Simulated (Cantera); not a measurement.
Charge: 1 mol Si(CH3)4, 1.3 mol C2H2, 11 mol H2, 0.19 mol CH4, held at 927 °C and 1.60 mbar.

Method: chemical equilibrium by Gibbs-energy minimisation in Cantera with the NASA 1993 tables (ideal gas, pure condensed phases). Candidate condensed phases: C, C6H6, C7H8, C8H18, Si, SiC; 87 gas species. Kinetics and transport are ignored.

Base state: H2 1.000, CH4 2.53e-5 (mole fractions); condensed: C(graphite) + SiC(s).

**Question.** What changes in the equilibrium state with this change: Si(CH3)4 replaced by SiCl4?

**Answer.** 
```tsv
species	before	after
H2	1.000	0.729
HCl	0	0.270
SiCl4	0	0.000448
SiCl2	0	0.000396
SiCl3	0	0.000142
SiHCl3	0	3.30e-5
CH4	2.53e-5	1.34e-5
C(graphite), mol	5.79	1.80
SiC(s), mol	1.00	0.985
```
The tables' values for SiCl3 are old estimates; treat these amounts as uncertain.

**Question.** What changes in the equilibrium state with this change: temperature from 927 °C to 1977 °C?

**Answer.** 
| species | before | after |
|---|---|---|
| H2 | 1.000 | 0.788 |
| H | 4.93e-6 | 0.165 |
| Si | <1e-9 | 0.0375 |
| SiC2 | <1e-9 | 0.00434 |
| Si2C | <1e-9 | 0.00211 |
| SiH | <1e-9 | 0.000535 |
| Si2 | <1e-9 | 6.69e-5 |
| C(graphite), mol | 5.79 | 6.44 |
| SiC(s), mol | 1.00 | 0 |
Gases not in the tables: Si2H6 and higher silanes.
